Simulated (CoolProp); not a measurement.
Vapour-liquid equilibrium of propylene (1) + n-hexane (2) at 2.18 bar; x and y are mole fractions of (1).

Model: multi-fluid Helmholtz-energy mixture model, Lemmon 2013 and Thol 2019; pair parameters Bell 2016, in CoolProp.

Task: Give the bubble temperature and the first vapour's composition at x = 0.45, 0.75, 0.95. Is there an azeotrope?

Result: x = 0.45: 267.8 K, y = 0.985; x = 0.75: 252.6 K, y = 0.997; x = 0.95: 245.4 K, y = 1.000. No azeotrope shows between x = 0.05 and 0.95.

Pair parameters are fitted to limited data, so mixtures are less certain than the pure fluids. The gap from Raoult's law changes sign with composition, which may be real or a fault of the pair parameters; it wasn't checked against measurements.
